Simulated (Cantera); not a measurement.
What does this Cantera script print?

```python
import numpy as np
import cantera as ct

gas_names = """
    C CH CH2 CH3 CH2OH CH3O CH4 CH3OH CO CO2 COOH C2 C2H CHCO,ketyl C2H2,acetylene C2H2,vinylidene
    CH2CO,ketene C2H3,vinyl CH3CO,acetyl C2H4 C2H4O,ethylen CH3CHO,ethanal CH3COOH (HCOOH)2 C2H5 C2H6
    CH3OCH3 C2H5OH C2O C3 C3H3,propargyl C3H4,allene C3H4,propyne C3H4,cyclo- C3H5,allyl C3H6,propylene
    C3H6,cyclo- C3H6O C3H7,n-propyl C3H7,i-propyl C3H8 C3H8O,1propanol C3H8O,2propanol C3O2 C4 C4H2
    C4H4,1,3-cyclo- C4H6,butadiene C4H6,2-butyne C4H6,cyclo- C4H8,1-butene C4H8,cis2-buten
    C4H8,tr2-butene C4H8,isobutene C4H8,cyclo- (CH3COOH)2 C4H9,n-butyl C4H9,i-butyl C4H9,s-butyl
    C4H9,t-butyl C4H10,isobutane C4H10,n-butane C5 C5H6,1,3cyclo- C5H8,cyclo- C5H10,1-pentene
    C5H10,cyclo- C5H11,pentyl C5H11,t-pentyl C5H12,n-pentane C5H12,i-pentane CH3C(CH3)2CH3 C6H2
    C6H5,phenyl C6H5O,phenoxy C6H6 C6H5OH,phenol C6H10,cyclo- C6H12,1-hexene C6H12,cyclo- C6H13,n-hexyl
    C7H7,benzyl C7H8 C7H8O,cresol C7H14,1-heptene C7H15,n-heptyl C7H16,n-heptane C8H8,styrene
    C8H10,ethylbenz C8H16,1-octene C8H17,n-octyl C8H18,isooctane C8H18,n-octane C9H19,n-nonyl
    C10H8,naphthale C10H21,n-decyl C12H9,o-bipheny C12H10,bipheny H HCO HO2 H2 HCHO,formaldehy HCOOH H2O
    H2O2 O OH O2 O3
""".split()
cond_names = """
    C(gr) C6H6(L) C7H8(L) C8H18(L),n-octa H2O(s) H2O(L)
""".split()


def load(file, names, dense=False):
    # The tables refer to 1 bar. Condensed volumes are neglected.
    table = {s.name: s for s in ct.Species.list_from_file(file)}
    out = []
    for n in names:
        d = dict(table[n].input_data)
        d["thermo"] = dict(d["thermo"], **{"reference-pressure": 1e5})
        if dense:
            d["equation-of-state"] = {"model": "constant-volume", "density": "1e6 g/cm^3"}
        out.append(ct.Species.from_dict(d))
    return out


gas = ct.Solution(thermo="ideal-gas", species=load("nasa_gas.yaml", gas_names))
cond = {s.name: ct.Solution(thermo="fixed-stoichiometry", species=[s], name=s.name)
        for s in load("nasa_condensed.yaml", cond_names, dense=True)}
atoms = {
    'acetone': {'C': 3, 'H': 6, 'O': 1},
    'CO2': {'C': 1, 'O': 2},
}
top_T = {'C(gr)': 4500}  # K; cautious upper limits of use, not melting points


def equilibrate(T, P, feed):
    n = {}
    for name, mol in feed.items():
        for a, k in atoms[name].items():
            n[a] = n.get(a, 0.0) + k * mol
    gas.TPX = T, P, n
    mass = sum(n.values()) * gas.mean_molecular_weight
    gas.equilibrate("TP")
    valid = [c for c in cond.values() if c.min_temp <= T <= top_T.get(c.name, c.max_temp)]
    mix = ct.Mixture([(gas, mass / gas.mean_molecular_weight)] + [(c, 0.0) for c in valid])
    mix.T, mix.P = T, P
    mix.equilibrate("TP", solver="vcs", rtol=1e-11, max_steps=5000)
    return mix


results = []
feed = {'acetone': 1, 'CO2': 1.4}  # mol
P = 44  # Pa
for T in [800, 850, 900, 950, 1000, 1050, 1100, 1150, 1200, 1250, 1300, 1350, 1400]:
    mix = equilibrate(T, P, feed)
    results.append((T, P, feed, dict(zip(mix.species_names, mix.species_moles))))

top = {s: max(r[3][s] / sum(r[3][g] for g in gas_names) for r in results) for s in gas_names}
cols = sorted((s for s in top if top[s] > 0.0001), key=lambda s: -top[s])[:5]
seen = [c for c in cond_names if any(r[3].get(c, 0) > 1e-12 for r in results)]
print("log10 of partial pressures in bar; condensed amounts in mol")
print(f"{'T/K':>10s}" + "".join(f"{s[:9]:>10s}" for s in cols + seen))
for T, P, feed, n in results:
    ng = sum(n[g] for g in gas_names)
    print(f"{T:10.4g}" + "".join(f"{np.log10(max(n[s] / ng * P / 1e5, 1e-99)):10.3f}" for s in cols)
          + "".join(f"{n.get(c, 0):10.4g}" for c in seen))
```

It prints:

```
log10 of partial pressures in bar; condensed amounts in mol
       T/K        CO        H2       CO2       H2O         H     C(gr)
       800    -3.625    -3.708    -5.254    -5.963   -13.392    0.7005
       850    -3.613    -3.711    -5.892    -6.476   -12.544    0.6245
       900    -3.610    -3.712    -6.474    -6.937   -11.788    0.6068
       950    -3.610    -3.712    -6.996    -7.351   -11.111    0.6022
      1000    -3.609    -3.712    -7.465    -7.724   -10.500    0.6008
      1050    -3.609    -3.712    -7.889    -8.062    -9.947    0.6003
      1100    -3.609    -3.712    -8.273    -8.370    -9.443    0.6001
      1150    -3.609    -3.712    -8.623    -8.650    -8.983    0.6001
      1200    -3.609    -3.712    -8.942    -8.907    -8.561       0.6
      1250    -3.609    -3.712    -9.235    -9.143    -8.172       0.6
      1300    -3.609    -3.712    -9.505    -9.361    -7.812       0.6
      1350    -3.609    -3.712    -9.754    -9.563    -7.479       0.6
      1400    -3.609    -3.712    -9.984    -9.750    -7.169       0.6
```

Method: chemical equilibrium by Gibbs-energy minimisation in Cantera with the NASA 1993 tables (ideal gas, pure condensed phases). The feed counts by its element totals alone.
